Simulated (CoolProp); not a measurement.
Vapour-liquid equilibrium of R143a (1) + propane (2) at 319.3 K; x and y are mole fractions of (1).

Computed with CoolProp (multi-fluid Helmholtz-energy mixture model, Lemmon and Jacobsen 2000 and Lemmon 2009; pair parameters Bell 2016).

```csv
x,"bubble pressure, mixture model (bar)","bubble pressure, Raoult's law (bar)","y, mixture model","y, Raoult's law"
0.05,___,16.01,0.109,0.066
0.125,19.27,16.42,0.224,0.161
0.2,___,16.82,___,0.251
0.275,___,17.23,0.374,0.337
0.35,22.62,17.63,___,0.420
0.425,23.23,18.04,0.485,0.498
0.5,23.65,18.44,___,0.573
0.575,23.90,18.85,0.590,0.645
0.65,23.95,19.25,0.646,0.714
0.725,23.80,19.66,0.706,0.780
0.8,23.42,20.06,0.772,0.843
0.875,___,20.47,0.846,0.904
0.95,21.91,20.87,___,0.962
```

Complete the blanks.


- 0.05, bubble pressure, mixture model (bar): 17.36
- 0.2, bubble pressure, mixture model (bar): 20.71
- 0.2, y, mixture model: 0.308
- 0.275, bubble pressure, mixture model (bar): 21.79
- 0.35, y, mixture model: 0.432
- 0.5, y, mixture model: 0.537
- 0.875, bubble pressure, mixture model (bar): 22.80
- 0.95, y, mixture model: 0.933

The largest gap from Raoult's law is +28.8 % in bubble pressure, at x = 0.425. y crosses x between x = 0.575 and 0.65: the model has an azeotrope there.

Pair parameters are fitted to limited data, so mixtures are less certain than the pure fluids.
